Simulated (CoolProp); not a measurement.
Vapour-liquid equilibrium of diethyl ether (1) + ethanol (2) at 405.3 K; x and y are mole fractions of (1).

The numbers come from the multi-fluid Helmholtz-energy mixture model, Thol 2014 and Schroeder 2014; pair parameters Bell 2016 in CoolProp.

```json
[
 {"x": "0.05", "bubble pressure (MPa)": "0.6831", "y at the bubble point": "0.139", "dew pressure at overall composition x (MPa)": "0.6341", "liquid density (mol/L)": "14.09"},
 {"x": "0.2", "bubble pressure (MPa)": "0.8690", "y at the bubble point": "0.399", "dew pressure at overall composition x (MPa)": "0.7202", "liquid density (mol/L)": "12.55"},
 {"x": "0.35", "bubble pressure (MPa)": "1.007", "y at the bubble point": "0.547", "dew pressure at overall composition x (MPa)": "0.8283", "liquid density (mol/L)": "11.24"},
 {"x": "0.5", "bubble pressure (MPa)": "1.108", "y at the bubble point": "0.651", "dew pressure at overall composition x (MPa)": "0.9610", "liquid density (mol/L)": "10.12"},
 {"x": "0.65", "bubble pressure (MPa)": "1.185", "y at the bubble point": "0.742", "dew pressure at overall composition x (MPa)": "1.107", "liquid density (mol/L)": "9.161"},
 {"x": "0.8", "bubble pressure (MPa)": "1.243", "y at the bubble point": "0.837", "dew pressure at overall composition x (MPa)": "1.224", "liquid density (mol/L)": "8.353"},
 {"x": "0.95", "bubble pressure (MPa)": "1.278", "y at the bubble point": "0.954", "dew pressure at overall composition x (MPa)": "1.278", "liquid density (mol/L)": "7.682"}
]
```

No azeotrope shows between x = 0.05 and 0.95.

Pair parameters are fitted to limited data, so mixtures are less certain than the pure fluids.
